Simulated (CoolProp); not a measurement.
Vapour-liquid equilibrium of cyclohexane (1) + ethylbenzene (2) at 0.229 MPa; x and y are mole fractions of (1).

Computed with CoolProp (multi-fluid Helmholtz-energy mixture model, Zhou 2014 and Zhou 2012; pair parameters Bell 2016).

```
x     bubble temperature (K)  y at the bubble point  dew temperature at overall composition x (K)  liquid density (mol/L)
----  ----------------------  ---------------------  --------------------------------------------  ----------------------
0.05                   436.6                  0.162                                         440.8                   6.928
0.15                   426.0                  0.405                                         437.0                   7.092
0.25                   417.3                  0.571                                         433.0                   7.242
0.35                   410.1                  0.685                                         428.6                   7.380
0.45                   404.3                  0.767                                         423.8                   7.509
0.55                   399.4                  0.828                                         418.5                   7.632
0.65                   395.2                  0.876                                         412.4                   7.752
0.75                   391.5                  0.916                                         405.5                   7.871
0.85                   388.2                  0.951                                         397.5                   7.991
0.95                   385.1                  0.984                                         388.4                   8.115
```

No azeotrope shows between x = 0.05 and 0.95.

Pair parameters are fitted to limited data, so mixtures are less certain than the pure fluids.
